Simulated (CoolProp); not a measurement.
c-C4F8 (RC318) at several states: Z from the reference equation and from simpler models built on Tc = 388.4 K, pc = 2.778 MPa, ω = 0.355; each cubic takes its own stable root.

The numbers come from the reference Helmholtz-energy equation of state, Platzer 1990 in CoolProp. This equation is an older, rougher fit; its heat capacities, sound speeds and derivatives of the liquid may be far off and weren't checked against measurements.

```
T (K)  p (MPa)          phase  reference
-----  -------  -------------  ---------
475.5    0.101            gas     0.9942
420        2.5            gas     0.7294
355.3    0.176            gas     0.9710
430.1     5.23  supercritical     0.4585
325.2      1.8         liquid    0.09560
```

How far does each simpler model (van der Waals, Soave-Redlich-Kwong, Peng-Robinson) lie from the reference over these 5 states: mean and median of the absolute difference, and the worst?


- van der Waals: mean 13.0 %, median 1.0 %, worst +61.4 % at 325.2 K and 1.8 MPa
- Soave-Redlich-Kwong: mean 4.1 %, median 0.5 %, worst +11.6 % at 430.1 K and 5.23 MPa
- Peng-Robinson: mean 2.5 %, median 3.1 %, worst +4.4 % at 430.1 K and 5.23 MPa
